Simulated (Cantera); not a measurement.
An adiabatic, constant-volume homogeneous reactor starts with CH₃OH : O₂ : N₂ = 1 : 2.27 : 10.9 (molar parts), at 1775 K and 500000 Pa.

Model: GRI-Mech 3.0 (53 species, 325 reactions), integrated in Cantera. GRI-Mech 3.0 was tuned for natural gas; its chemistry of methanol as a main component is partial and can be far from experiment.

**Question.** Predict: time of steepest temperature rise; temperature at 6.00 s; equilibrium temperature; x(O₂) at 6.00 s; x(NO) at 6.00 s; x(H₂O₂) at 6.00 s; x(NO₂) at 6.00 s.

**Answer.** 
* **time of steepest temperature rise**: 7.79 µs
* **temperature at 6.00 s**: 2857 K
* **equilibrium temperature**: 2857 K
* **x(O₂) at 6.00 s**: 0.0467 (gas-phase equilibrium 0.0467)
* **x(NO) at 6.00 s**: 0.0180 (gas-phase equilibrium 0.0180)
* **x(H₂O₂) at 6.00 s**: 1.04e-6 (gas-phase equilibrium 1.04e-6)
* **x(NO₂) at 6.00 s**: 1.59e-5 (gas-phase equilibrium 1.59e-5)
